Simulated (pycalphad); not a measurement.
All values are pycalphad results on the COST 507 light-alloy database (1999) (1 atm), not direct measurements. The database dates from 1999; later assessments differ in places, in temperatures and in the compounds included. Amounts are mole fractions of atoms.

Problem. Give the equilibrium state of Al-0.86Si-2.33Mg (at.%) at 327 °C.

Solution. fcc, fraction 0.974, with <0.01 Si, 0.63 Mg at.%; MG2SI, fraction 0.026, with 33.3 Si, 66.7 Mg at.%.

Problem. Give the equilibrium state of Al-0.86Si-2.33Mg (at.%) at 627 °C.

Solution. fcc, fraction 0.685, with 0.19 Si, 1.3 Mg at.%; liquid, fraction 0.315, with 2.3 Si, 4.6 Mg at.%.

Database names, with the compositions (at.%) that they take in these runs: MG2SI: Mg 67 Si 33.
